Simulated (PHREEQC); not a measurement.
A solution holds 0.26 mol/kgw Na2SO4 and 0.0096 mol/kgw Na2B4O7, at 25 °C. It is in equilibrium with CO2 at log p = -1 (atm). Otherwise closed; pH follows from the charge balance.

Computed with PHREEQC (Pitzer model, pitzer.dat).

Precipitation was switched off in this run.

Q: Predict the pH.

A: pH 6.85.

Q: In which forms is C present?

A: HCO3- 86 %, CO2 14 % of the C.
